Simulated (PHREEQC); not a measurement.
Solution A (180 mmol/kgw KH2PO4, 0.072 mmol/kgw Na2B4O7 and 2.2 mmol/kgw NaCl) is mixed with solution B (1.2 mmol/kgw NaHSO4 and 0.33 mmol/kgw NaF) at 25 °C; shares are by mass of water, 1 kg in all. O2 is buffered at 0.21 atm. No CO2 enters from the air. Solids allowed: Halite, Sylvite. Others were left out.

Model: ion-association model, phreeqc.dat, run in PHREEQC.

Task: Predict pH, SO4-2 (mol/kgw), F- (mol/kgw), HF (mol/kgw) at share of solution B = 0.1, 0.2, 0.8.

Result: 
```csv
share of solution B,pH,SO4-2 (mol/kgw),F- (mol/kgw),HF (mol/kgw)
0.1,4.43,8.91e-5,3.17e-5,1.23e-6
0.2,4.39,0.000181,6.32e-5,2.70e-6
0.8,3.78,0.000845,0.000219,4.44e-5
```

Real BF4- forms and hydrolyses slowly; the run takes it at equilibrium.
